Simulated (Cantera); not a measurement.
What does this Cantera script print?

```python
import numpy as np
import cantera as ct

gas_names = """
    O2 SiO H2 H2O TiO
""".split()
cond_names = """
    Nb(cr) Nb(L) NbO2(I) NbO2(II) NbO2(III) NbO2(L) Si(cr) Si(L) Ti(a) Ti(b) Ti(L) V(cr) V(L) V2O5(s)
    V2O5(L)
""".split()


# ... load() reads the species with a 1 bar reference pressure and builds the phases ...
species = {s.name: s for s in load("nasa_gas.yaml", gas_names) + load("nasa_condensed.yaml", cond_names)}
# Each term lists the table entries of one substance; the one whose range holds T is used.
reactions = {
    'Nb + O2(g) = NbO2':
        [(-1, ['Nb(cr)', 'Nb(L)']), (-1, ['O2']), (1, ['NbO2(I)', 'NbO2(II)', 'NbO2(III)', 'NbO2(L)'])],
    '2 Si + O2(g) = 2 SiO(g)':
        [(-2, ['Si(cr)', 'Si(L)']), (-1, ['O2']), (2, ['SiO'])],
    '2 H2(g) + O2(g) = 2 H2O(g)':
        [(-2, ['H2']), (-1, ['O2']), (2, ['H2O'])],
    '2 Ti + O2(g) = 2 TiO(g)':
        [(-2, ['Ti(a)', 'Ti(b)', 'Ti(L)']), (-1, ['O2']), (2, ['TiO'])],
    '0.8 V + O2(g) = 0.4 V2O5':
        [(-0.8, ['V(cr)', 'V(L)']), (-1, ['O2']), (0.4, ['V2O5(s)', 'V2O5(L)'])],
}


def pick(names, T):
    return next(species[n] for n in names if species[n].thermo.min_temp <= T <= species[n].thermo.max_temp)


results = []
for label, terms in reactions.items():
    print(label)
    print("     T/K   dH/kJ  dS/(J/K)   dG/kJ   log10 K")
    for T in [300, 1298, 1498, 1698, 1898, 2098, 2298]:
        used = [(nu, pick(names, T)) for nu, names in terms]
        dH = sum(nu * s.thermo.h(T) for nu, s in used) / 1e6
        dS = sum(nu * s.thermo.s(T) for nu, s in used) / 1e3
        dG = dH - T * dS / 1e3
        logK = -dG * 1e6 / (ct.gas_constant * T * np.log(10))
        results.append((label, T, dH, dS, dG, logK, [s.name for _, s in used]))
        print(f"{T:8g} {dH:8.1f} {dS:8.1f} {dG:8.1f} {logK:8.2f}")
```

Result:

```
Nb + O2(g) = NbO2
     T/K   dH/kJ  dS/(J/K)   dG/kJ   log10 K
     300   -794.9   -187.1   -738.8   128.64
    1298   -773.9   -162.1   -563.6    22.68
    1498   -770.5   -159.6   -531.4    18.53
    1698   -767.4   -157.6   -499.7    15.37
    1898   -764.6   -156.1   -468.3    12.89
    2098   -762.2   -154.9   -437.2    10.89
    2298   -666.9   -111.1   -411.6     9.36
2 Si + O2(g) = 2 SiO(g)
     T/K   dH/kJ  dS/(J/K)   dG/kJ   log10 K
     300   -200.9    180.3   -255.0    44.39
    1298   -216.1    159.3   -422.9    17.02
    1498   -219.9    156.6   -454.4    15.85
    1698   -324.4     94.6   -485.0    14.92
    1898   -327.9     92.7   -503.7    13.86
    2098   -331.4     90.9   -522.1    13.00
    2298   -335.0     89.3   -540.1    12.28
2 H2(g) + O2(g) = 2 H2O(g)
     T/K   dH/kJ  dS/(J/K)   dG/kJ   log10 K
     300   -483.7    -89.0   -457.0    79.57
    1298   -498.9   -113.4   -351.7    14.15
    1498   -500.4   -114.5   -328.9    11.47
    1698   -501.5   -115.2   -306.0     9.41
    1898   -502.4   -115.6   -282.9     7.78
    2098   -502.9   -115.9   -259.7     6.47
    2298   -503.3   -116.1   -236.5     5.38
2 Ti + O2(g) = 2 TiO(g)
     T/K   dH/kJ  dS/(J/K)   dG/kJ   log10 K
     300    108.8    200.3     48.7    -8.48
    1298     80.6    165.9   -134.8     5.43
    1498     76.1    162.7   -167.7     5.85
    1698     70.3    159.1   -199.9     6.15
    1898     63.1    155.1   -231.3     6.37
    2098     23.7    135.0   -259.5     6.46
    2298     12.9    130.1   -286.0     6.50
0.8 V + O2(g) = 0.4 V2O5
     T/K   dH/kJ  dS/(J/K)   dG/kJ   log10 K
     300   -620.2   -176.0   -567.4    98.80
    1298   -580.9   -130.6   -411.3    16.55
    1498   -578.3   -128.8   -385.4    13.44
    1698   -576.1   -127.4   -359.8    11.07
    1898   -574.4   -126.5   -334.4     9.20
    2098   -573.3   -125.9   -309.2     7.70
    2298   -591.1   -134.0   -283.1     6.44
```

Cantera with NASA thermochemical tables; ideal gases at 1 bar, condensed phases pure. Condensed species are held in their standard states even where they would react or evaporate.
